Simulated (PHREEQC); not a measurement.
A solution holds 0.0056 mol/kgw NaHSO4 and 0.055 mol/kgw K2HPO4, at 25 °C. Closed to the air; pH follows from the charge balance.

Equilibrium calculation in PHREEQC: ion-association model, phreeqc.dat.

Precipitation was switched off in this run.

Question: Order these S species by the share of S that they hold, largest first: SO4-2, NaSO4-, KSO4-.

Answer: SO4-2 (81 %), KSO4- (18 %), NaSO4- (0.69 %)

The pH is 7.75 and the ionic strength 0.162 mol/kgw. Complexes and solids missing from the database can't appear.
